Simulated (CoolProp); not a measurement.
Vapour pressure (MPa) of R125: the reference equation beside estimates from Tc = 339.2 K, pc = 3.618 MPa, ω = 0.305. Clausius-Clapeyron is anchored at 227.2 K with a constant enthalpy of vaporisation of 19.56 kJ/mol.

Model: reference Helmholtz-energy equation of state, Lemmon 2005, in CoolProp.

| T (K) | reference | Lee-Kesler | Clausius-Clapeyron | van der Waals | Peng-Robinson |
|---|---|---|---|---|---|
| 227.2 | 0.1124 | 0.1120 | 0.1124 | 0.5772 | 0.1124 |
| 230.2 | 0.1295 | 0.1292 | 0.1286 | 0.6184 | 0.1294 |
| 233.2 | 0.1486 | 0.1484 | 0.1467 | 0.6614 | 0.1483 |
| 236.3 | 0.1706 | 0.1706 | 0.1675 | 0.7079 | 0.1701 |
| 239.3 | 0.1942 | 0.1943 | 0.1897 | 0.7549 | 0.1935 |
| 242.3 | 0.2202 | 0.2206 | 0.2143 | 0.8039 | 0.2193 |
| 245.4 | 0.2498 | 0.2504 | 0.2422 | 0.8567 | 0.2487 |
| 248.4 | 0.2813 | 0.2822 | 0.2720 | 0.9098 | 0.2800 |
| 251.4 | 0.3158 | 0.3169 | 0.3045 | 0.9650 | 0.3142 |
| 254.4 | 0.3534 | 0.3547 | 0.3400 | 1.022 | 0.3515 |
| 257.5 | 0.3957 | 0.3973 | 0.3800 | 1.084 | 0.3936 |
| 260.5 | 0.4402 | 0.4420 | 0.4222 | 1.146 | 0.4379 |
| 263.5 | 0.4883 | 0.4905 | 0.4679 | 1.209 | 0.4859 |
| 266.6 | 0.5422 | 0.5445 | 0.5191 | 1.278 | 0.5396 |
| 269.6 | 0.5984 | 0.6010 | 0.5726 | 1.346 | 0.5958 |

Absolute difference from the reference over all 15 rows, mean and median: Lee-Kesler 0.3 and 0.3 %, Clausius-Clapeyron 2.9 and 3.3 %, van der Waals 240.6 and 223.4 %, Peng-Robinson 0.4 and 0.4 %.
